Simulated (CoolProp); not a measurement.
Methane along the isotherm 195 K: density (kg/m³) from the reference equation and from simpler models built on Tc = 190.6 K, pc = 45.99 bar, ω = 0.011; each cubic takes its own stable root.

Values from CoolProp's reference Helmholtz-energy equation of state, Setzmann 1991.

```csv
p (bar),phase,reference
25.6,gas,31.72
51.1,supercritical,131.1
76.7,supercritical,260.9
102,supercritical,282.9
128,supercritical,297.2
153,supercritical,307.6
179,supercritical,316.3
204,supercritical,323.4
230,supercritical,329.9
```

How far does each simpler model (ideal gas, van der Waals, Redlich-Kwong, Peng-Robinson) lie from the reference over these 9 states: mean and median of the absolute difference, and the worst?


- ideal gas: mean 48.6 %, median 50.8 %, worst -70.9 % at 195 K and 76.7 bar
- van der Waals: mean 18.9 %, median 23.1 %, worst -24.0 % at 195 K and 76.7 bar
- Redlich-Kwong: mean 4.6 %, median 3.8 %, worst -10.4 % at 195 K and 76.7 bar
- Peng-Robinson: mean 4.7 %, median 4.4 %, worst +8.5 % at 195 K and 230 bar
